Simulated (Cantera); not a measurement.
## N2O furnace oxynitridation

An isothermal, constant-pressure homogeneous reactor starts with N₂O : H₂O = 1 : 0.0053 (molar parts), at 1275 K and 0.210 bar.

Cantera simulation using GRI-Mech 3.0 (53 species, 325 reactions); the numbers are that mechanism's predictions, not measurements. GRI-Mech 3.0 was tuned for natural gas; its chemistry of N2O as a main component is partial and can be far from experiment. The mechanism lacks the step 2 NO + O2 → 2 NO2, which can matter for NO2 below about 1400 K. The temperature is held fixed by assumption; the heat of reaction is taken as removed at once.

```json
[
 {"t (s)": "1.00e-5", "x N₂O": "0.995", "x H₂O": "0.00527", "x NO": "1.32e-7", "x O": "2.00e-6", "x HO₂": "2.09e-11"},
 {"t (s)": "4.60e-5", "x N₂O": "0.995", "x H₂O": "0.00527", "x NO": "1.80e-6", "x O": "4.82e-6", "x HO₂": "1.43e-9"},
 {"t (s)": "0.000211", "x N₂O": "0.995", "x H₂O": "0.00527", "x NO": "1.28e-5", "x O": "5.51e-6", "x HO₂": "5.17e-8"},
 {"t (s)": "0.000972", "x N₂O": "0.994", "x H₂O": "0.00527", "x NO": "6.43e-5", "x O": "5.50e-6", "x HO₂": "8.82e-7"},
 {"t (s)": "0.00447", "x N₂O": "0.991", "x H₂O": "0.00526", "x NO": "0.000292", "x O": "5.47e-6", "x HO₂": "3.04e-6"},
 {"t (s)": "0.0206", "x N₂O": "0.979", "x H₂O": "0.00524", "x NO": "0.00127", "x O": "5.39e-6", "x HO₂": "1.74e-6"},
 {"t (s)": "0.0946", "x N₂O": "0.927", "x H₂O": "0.00515", "x NO": "0.00562", "x O": "5.19e-6", "x HO₂": "6.68e-7"},
 {"t (s)": "0.435", "x N₂O": "0.730", "x H₂O": "0.00480", "x NO": "0.0223", "x O": "5.03e-6", "x HO₂": "1.69e-7"},
 {"t (s)": "2.00", "x N₂O": "0.289", "x H₂O": "0.00402", "x NO": "0.0585", "x O": "4.45e-6", "x HO₂": "3.14e-8"}
]
```
x: mole fraction; the columns are a selection and need not sum to one.

Equilibrium at this temperature and pressure: N₂O 1.10e-8, H₂O 0.00352, NO 0.000389, O 1.41e-7, HO₂ 5.27e-9 (gas phase only).
